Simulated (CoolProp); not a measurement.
Saturation properties of CH2F2 (R32) (Tc = 351.3 K, pc = 5.783 MPa, ω = 0.277).

Computed with CoolProp (reference Helmholtz-energy equation of state, Tillner-Roth 1997).

```
T (K)  p (MPa)  vapour density (kg/m³)  enthalpy of vaporisation (kJ/kg)  liquid cp (kJ/(kg K))
-----  -------  ----------------------  --------------------------------  ---------------------
196    0.02269                  0.7361                             408.0                  1.562
203.8  0.03755                   1.179                             400.3                  1.567
211.6  0.05954                   1.815                             392.3                  1.574
219.4  0.09094                   2.699                             384.1                  1.584
227.2   0.1344                   3.897                             375.6                  1.596
234.9   0.1919                   5.457                             366.8                  1.611
242.7   0.2684                   7.505                             357.4                  1.630
250.5   0.3667                   10.12                             347.5                  1.652
258.3   0.4907                   13.42                             337.1                  1.679
266.1   0.6446                   17.53                             326.0                  1.711
273.9   0.8328                   22.63                             314.1                  1.749
```

It boils at 221.5 K under 1 atm.
